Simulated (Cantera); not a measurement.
**Chemical vapour transport: MgO + Br₂ + N₂**

Charge: 1 mol MgO, 0.13 mol Br₂, 0.91 mol N₂, at 1 atm.

Cantera equilibrium calculation (NASA polynomials, part measured and part estimated; ideal gas, pure solids and liquids). Candidate condensed phases: Br₂, Mg, MgBr₂, MgO; 17 gas species. Kinetics and transport are ignored.

| T (°C) | x N₂ | x Br | x Br₂ | x MgBr₂ | x O₂ | x NO | x O | n MgO(s) |
|---|---|---|---|---|---|---|---|---|
| 850 | 0.872 | 0.00722 | 0.121 | 4.56e-5 | 2.23e-5 | 1.13e-6 | 2.06e-11 | 1.000 |
| 925 | 0.869 | 0.0137 | 0.117 | 0.000144 | 6.99e-5 | 3.69e-6 | 2.00e-10 | 1.000 |
| 1000 | 0.864 | 0.0240 | 0.111 | 0.000387 | 0.000188 | 1.04e-5 | 1.47e-9 | 1.000 |
| 1075 | 0.858 | 0.0387 | 0.102 | 0.000909 | 0.000441 | 2.56e-5 | 8.52e-9 | 0.999 |
| 1150 | 0.849 | 0.0580 | 0.0904 | 0.00188 | 0.000913 | 5.63e-5 | 4.04e-8 | 0.998 |
| 1225 | 0.838 | 0.0809 | 0.0758 | 0.00347 | 0.00168 | 0.000112 | 1.61e-7 | 0.996 |
| 1300 | 0.826 | 0.105 | 0.0598 | 0.00571 | 0.00275 | 0.000202 | 5.44e-7 | 0.994 |
| 1375 | 0.815 | 0.128 | 0.0441 | 0.00845 | 0.00406 | 0.000334 | 1.60e-6 | 0.991 |
| 1450 | 0.806 | 0.146 | 0.0306 | 0.0114 | 0.00544 | 0.000515 | 4.16e-6 | 0.987 |
x: gas mole fraction; n: condensed amount in mol.

From 850 °C to 1450 °C the condensed part is MgO(s). The main Mg-bearing gas is MgBr₂ throughout.
